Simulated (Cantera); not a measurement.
A perfectly stirred reactor is fed with CH₄ : O₂ : N₂ = 0.011 : 0.024 : 1 (molar parts), equivalence ratio 0.92, at 12.8 atm; it is held at 950 K, and followed from long to short residence time.

Detailed kinetics in Cantera: GRI-Mech 3.0 (53 species, 325 reactions). The pressure lies above the range GRI-Mech 3.0 was tuned for (to about 10 atm). The temperature is held fixed by assumption; the heat of reaction is taken as removed at once.

x: mole fraction; the columns are a selection and need not sum to one.

```csv
τ (s),x CH₄,x O₂,x C₂H₄,x CH₃,x NO,x H₂O₂
18,0.000384,0.00338,5.26e-6,6.66e-8,7.08e-12,1.30e-6
4.1,0.000898,0.00509,1.30e-5,1.43e-7,2.01e-12,4.98e-6
0.93,0.00210,0.00841,3.00e-5,2.98e-7,<1e-12,1.72e-5
0.21,0.00468,0.0140,5.17e-5,5.70e-7,<1e-12,4.54e-5
0.049,?,?,?,?,<1e-12,4.34e-5
0.011,0.0106,0.0232,4.60e-12,7.12e-9,<1e-12,4.52e-10
0.0026,0.0106,0.0232,<1e-12,1.17e-9,<1e-12,6.60e-11
0.00060,0.0106,0.0232,<1e-12,2.27e-10,<1e-12,5.32e-12
```

Q: Some entries are withheld; supply them.

A: 
- 0.049, x CH₄: 0.00877
- 0.049, x O₂: 0.0208
- 0.049, x C₂H₄: 2.64e-5
- 0.049, x CH₃: 7.94e-7
